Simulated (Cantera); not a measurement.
# Adiabatic ignition

An adiabatic, constant-pressure homogeneous reactor starts with 12.3 % CH₄, 2.47 % C₂H₆, 1.12 % C₃H₈, 17.6 % O₂, 66.5 % N₂, equivalence ratio 2.2, at 1225 K and 9.87 atm.

Detailed kinetics in Cantera: GRI-Mech 3.0 (53 species, 325 reactions).

```json
[
 {"t (s)": "4.00e-6", "T (K)": "1225", "x CH₄": "0.123", "x C₂H₆": "0.0247", "x C₃H₈": "0.0112", "x NO": "<1e-12", "x CO₂": "1.02e-12", "x H₂O": "5.68e-8", "x H": "9.03e-10"},
 {"t (s)": "1.02e-5", "T (K)": "1225", "x CH₄": "0.123", "x C₂H₆": "0.0247", "x C₃H₈": "0.0112", "x NO": "<1e-12", "x CO₂": "1.59e-11", "x H₂O": "4.05e-7", "x H": "1.84e-9"},
 {"t (s)": "2.60e-5", "T (K)": "1225", "x CH₄": "0.123", "x C₂H₆": "0.0246", "x C₃H₈": "0.0112", "x NO": "<1e-12", "x CO₂": "2.73e-10", "x H₂O": "4.09e-6", "x H": "6.33e-9"},
 {"t (s)": "6.63e-5", "T (K)": "1225", "x CH₄": "0.123", "x C₂H₆": "0.0246", "x C₃H₈": "0.0112", "x NO": "<1e-12", "x CO₂": "6.98e-9", "x H₂O": "5.76e-5", "x H": "3.59e-8"},
 {"t (s)": "0.000169", "T (K)": "1228", "x CH₄": "0.123", "x C₂H₆": "0.0241", "x C₃H₈": "0.0109", "x NO": "<1e-12", "x CO₂": "2.99e-7", "x H₂O": "0.000910", "x H": "2.08e-7"},
 {"t (s)": "0.000431", "T (K)": "1428", "x CH₄": "0.0984", "x C₂H₆": "0.0106", "x C₃H₈": "0.00389", "x NO": "5.13e-11", "x CO₂": "0.000522", "x H₂O": "0.0424", "x H": "1.98e-5"},
 {"t (s)": "0.00110", "T (K)": "2230", "x CH₄": "0.00184", "x C₂H₆": "3.12e-7", "x C₃H₈": "3.84e-11", "x NO": "1.44e-5", "x CO₂": "0.0168", "x H₂O": "0.113", "x H": "0.000899"},
 {"t (s)": "0.00280", "T (K)": "2216", "x CH₄": "0.000204", "x C₂H₆": "3.48e-9", "x C₃H₈": "<1e-12", "x NO": "2.50e-5", "x CO₂": "0.0154", "x H₂O": "0.103", "x H": "0.000853"},
 {"t (s)": "0.00714", "T (K)": "2215", "x CH₄": "6.75e-8", "x C₂H₆": "<1e-12", "x C₃H₈": "<1e-12", "x NO": "2.58e-5", "x CO₂": "0.0153", "x H₂O": "0.103", "x H": "0.000854"},
 {"t (s)": "0.0182", "T (K)": "2215", "x CH₄": "1.29e-8", "x C₂H₆": "<1e-12", "x C₃H₈": "<1e-12", "x NO": "1.70e-5", "x CO₂": "0.0153", "x H₂O": "0.103", "x H": "0.000855"},
 {"t (s)": "0.0464", "T (K)": "2215", "x CH₄": "1.27e-8", "x C₂H₆": "<1e-12", "x C₃H₈": "<1e-12", "x NO": "9.56e-6", "x CO₂": "0.0153", "x H₂O": "0.103", "x H": "0.000855"},
 {"t (s)": "0.118", "T (K)": "2215", "x CH₄": "1.26e-8", "x C₂H₆": "<1e-12", "x C₃H₈": "<1e-12", "x NO": "5.85e-6", "x CO₂": "0.0153", "x H₂O": "0.103", "x H": "0.000855"},
 {"t (s)": "0.302", "T (K)": "2215", "x CH₄": "1.26e-8", "x C₂H₆": "<1e-12", "x C₃H₈": "<1e-12", "x NO": "5.07e-6", "x CO₂": "0.0153", "x H₂O": "0.103", "x H": "0.000855"},
 {"t (s)": "0.769", "T (K)": "2215", "x CH₄": "1.26e-8", "x C₂H₆": "<1e-12", "x C₃H₈": "<1e-12", "x NO": "5.05e-6", "x CO₂": "0.0153", "x H₂O": "0.103", "x H": "0.000855"},
 {"t (s)": "1.96", "T (K)": "2215", "x CH₄": "1.26e-8", "x C₂H₆": "<1e-12", "x C₃H₈": "<1e-12", "x NO": "5.05e-6", "x CO₂": "0.0153", "x H₂O": "0.103", "x H": "0.000855"},
 {"t (s)": "5.00", "T (K)": "2215", "x CH₄": "1.26e-8", "x C₂H₆": "<1e-12", "x C₃H₈": "<1e-12", "x NO": "5.05e-6", "x CO₂": "0.0153", "x H₂O": "0.103", "x H": "0.000855"}
]
```
x: mole fraction; the columns are a selection and need not sum to one.

| Item | Result |
|---|---|
| time of steepest temperature rise | 0.454 ms |
| temperature at 5.00 s | 2215 K |
| equilibrium temperature | 2215 K |
| x(CH₄) at 5.00 s | 1.26e-8 (gas-phase equilibrium 1.42e-8) |
| x(C₂H₆) at 5.00 s | <1e-12 (gas-phase equilibrium <1e-12) |
| x(C₃H₈) at 5.00 s | <1e-12 (gas-phase equilibrium <1e-12) |
